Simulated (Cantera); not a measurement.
**Equilibrium for sublimation and decomposition of ceramics: SiO2 + Si + H2 + CO2**

A closed system holds: 1 mol SiO2, 0.2 mol Si, 0.17 mol H2, 0.0018 mol CO2, equilibrated at 0.780 bar.

These are equilibrium values from Cantera (NASA tables, ideal gas, pure condensed phases), not measurements of a reactor. Candidate condensed phases: C, C6H6, C7H8, C8H18, H2O, Si, SiC, SiO2; 123 gas species. Each liquid is taken as pure. Mutual solubility and eutectic melting of coexisting phases are not modelled. The tables hold silica as quartz up to 1696 K and as liquid above; real silica turns to tridymite and cristobalite and melts near 1996 K. Gases not in the tables: Si2H6 and higher silanes. The numbers say what is thermodynamically allowed, not how fast it happens.

| T (K) | x H2 | x SiO | x CO | x H | x H2O | x SiH2 | n Si(s) | n SiC(s) | n SiO2(β-quartz) | n Si(l) | n SiO2(condensed) |
|---|---|---|---|---|---|---|---|---|---|---|---|
| 1450 | 1.000 | 0.000259 | 5.81e-6 | 1.07e-5 | 1.90e-6 | 7.69e-7 | 0.196 | 0.00180 | 1.00 | 0 | 0 |
| 1500 | 0.999 | 0.000664 | 1.80e-5 | 1.99e-5 | 3.31e-6 | 1.50e-6 | 0.196 | 0.00179 | 1.00 | 0 | 0 |
| 1550 | 0.998 | 0.00160 | 5.17e-5 | 3.56e-5 | 5.54e-6 | 2.79e-6 | 0.196 | 0.00179 | 1.00 | 0 | 0 |
| 1600 | 0.996 | 0.00365 | 0.000139 | 6.14e-5 | 8.98e-6 | 4.99e-6 | 0.196 | 0.00177 | 1.00 | 0 | 0 |
| 1650 | 0.992 | 0.00789 | 0.000351 | 0.000102 | 1.41e-5 | 8.58e-6 | 0.196 | 0.00174 | 1.00 | 0 | 0 |
| 1700 | 0.983 | 0.0161 | 0.000866 | 0.000165 | 2.16e-5 | 1.39e-5 | 0 | 0.00165 | 0 | 0.195 | 1.00 |
| 1750 | 0.967 | 0.0300 | 0.00227 | 0.000259 | 3.31e-5 | 2.02e-5 | 0 | 0.00140 | 0 | 0.194 | 0.999 |
| 1800 | 0.940 | 0.0540 | 0.00564 | 0.000393 | 4.89e-5 | 2.81e-5 | 0 | 0.000778 | 0 | 0.193 | 0.996 |
| 1850 | 0.896 | 0.0939 | 0.00948 | 0.000577 | 6.92e-5 | 3.78e-5 | 0 | 0 | 0 | 0.190 | 0.992 |
x: gas mole fraction; n: condensed amount in mol.

From 1450 K to 1650 K the condensed part is Si(s) + SiC(s) + SiO2(β-quartz). From 1700 K to 1800 K the condensed part is Si(l) + SiC(s) + SiO2(condensed). At 1850 K the condensed part is Si(l) + SiO2(condensed). The main Si-bearing gas is SiO throughout.
